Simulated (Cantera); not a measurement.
Charge: 1 mol c-C4F8, 0.16 mol F2, 5.5 mol H2, equilibrated at 1550 K and 0.000190 bar.

These are equilibrium values from Cantera (NASA tables, ideal gas, pure condensed phases), not measurements of a reactor. Candidate condensed phases: C, C6H6, C7H8, C8H18; 95 gas species. The feed counts by its element totals alone. Kinetics and transport are ignored.

What is the equilibrium state?


| Item | Result |
|---|---|
| x(HF) | 0.861 |
| x(H2) | 0.138 |
| x(H) | 0.000850 |
| x(C2H2 (acetylene)) | 2.22e-6 |
| n(C(graphite)) | 4.00 mol |
| gas amount | 9.664 mol |
